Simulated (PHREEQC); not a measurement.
# Hard or scaling water

Solution (74 °C): 0.19 mol CaCl2, 8.8e-05 mol Na2SO4 and 0.00049 mol H4SiO4 per kg of water. Closed to the air; pH follows from the charge balance.

Computed with PHREEQC (ion-association model, phreeqc.dat).

No solid was allowed to form.

**Question.** Estimate the pH, density.

**Answer.** pH 6.11; density 0.992 g/cm³.

**Question.** In which forms is S present?

**Answer.** CaSO4 60 %, SO4-2 40 % of the S.

The solution is supersaturated, for example in Quartz (slow to form), so a real one may precipitate; this is no full list. Species that the database lacks are ignored. Constants without temperature data keep their 25 °C values here.
